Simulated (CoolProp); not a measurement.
Vapour-liquid equilibrium of CHF3 (R23) (1) + R143a (2) at 906 kPa; x and y are mole fractions of (1).

The numbers come from the multi-fluid Helmholtz-energy mixture model, Penoncello 2003 and Lemmon and Jacobsen 2000; pair parameters Bell 2016 in CoolProp.

```tsv
x	bubble temperature, mixture model (°C)	bubble temperature, Raoult's law (°C)	y, mixture model	y, Raoult's law
0.05	9.4	8.1	0.119	0.170
0.125	4.3	2.0	0.281	0.363
0.2	-0.6	-3.2	[?]	0.505
0.275	[?]	-7.7	0.538	0.612
0.35	-9.6	-11.6	0.635	0.695
0.425	-13.5	-15.1	0.712	0.761
0.5	-17.0	-18.2	0.775	0.814
0.575	-20.1	-21.0	0.826	0.858
0.65	[?]	-23.6	0.868	0.893
0.725	-25.4	-25.9	0.903	0.923
0.8	-27.7	-28.1	0.933	0.949
0.875	[?]	-30.1	[?]	0.970
0.95	-31.8	-31.9	0.985	0.989
```

Q: Fill in the missing entries.

A: 
- 0.2, y, mixture model: 0.421
- 0.275, bubble temperature, mixture model (°C): -5.3
- 0.65, bubble temperature, mixture model (°C): -22.9
- 0.875, bubble temperature, mixture model (°C): -29.8
- 0.875, y, mixture model: 0.960

The largest gap from Raoult's law is +2.6 K in bubble temperature, at x = 0.2. No azeotrope shows between x = 0.05 and 0.95.

Pair parameters are fitted to limited data, so mixtures are less certain than the pure fluids.
